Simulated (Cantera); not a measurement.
What does this Cantera script print?

```python
import numpy as np
import cantera as ct

gas = ct.Solution("gri30.yaml")


def delay(T, t_max=10):
    gas.TPX = T, 100000, {'H2': 1, 'O2': 0.781, 'N2': 2.94}
    reactor = ct.IdealGasConstPressureReactor(gas, clone=False)
    net = ct.ReactorNet([reactor])
    net.rtol, net.atol = 1e-8, 1e-16
    while net.time < t_max:
        t_old, T_old = net.time, reactor.T
        net.step()
        if reactor.T > T + 400:  # ignition: a rise of 400 K
            return t_old + (T + 400 - T_old) / (reactor.T - T_old) * (net.time - t_old)
    return np.nan


taus = []
for T in [1300, 1375, 1450, 1525, 1600]:
    taus.append(delay(T))
    print(f"T0 = {T:6g} K   tau = {taus[-1]:.4e} s")

# d ln(tau) / d ln(k), from doubling and halving each rate constant
T, sens = 1375, []
for i in range(gas.n_reactions):
    gas.set_multiplier(2.0, i)
    up = delay(T)
    gas.set_multiplier(0.5, i)
    down = delay(T)
    gas.set_multiplier(1.0, i)
    sens.append((np.log(up / down) / np.log(4.0), gas.reaction(i).equation))
sens.sort(key=lambda x: -abs(x[0]))
print(f"sensitivities at {T} K")
for s, eq in sens[:10]:
    print(f"{s:8.3f}  {eq}")
```

Output:

```
T0 =   1300 K   tau = 3.2599e-05 s
T0 =   1375 K   tau = 2.6382e-05 s
T0 =   1450 K   tau = 2.2855e-05 s
T0 =   1525 K   tau = 2.1002e-05 s
T0 =   1600 K   tau = 2.0275e-05 s
sensitivities at 1375 K
  -0.477  H + O2 <=> O + OH
  -0.155  H2 + O <=> H + OH
  -0.107  H + O2 + H2O <=> HO2 + H2O
  -0.087  H2 + OH <=> H + H2O
  -0.048  H + HO2 <=> H2 + O2
  -0.044  H + OH + M <=> H2O + M
  -0.032  H + O2 + N2 <=> HO2 + N2
  -0.014  H + O2 + M <=> HO2 + M
  -0.013  2 H + H2O <=> H2 + H2O
  -0.009  2 H + M <=> H2 + M
```

Computed with Cantera and GRI-Mech 3.0 (53 species, 325 reactions). Where the delays flatten at high temperature, the 400 K rule measures the pace of heat release, not the induction time.
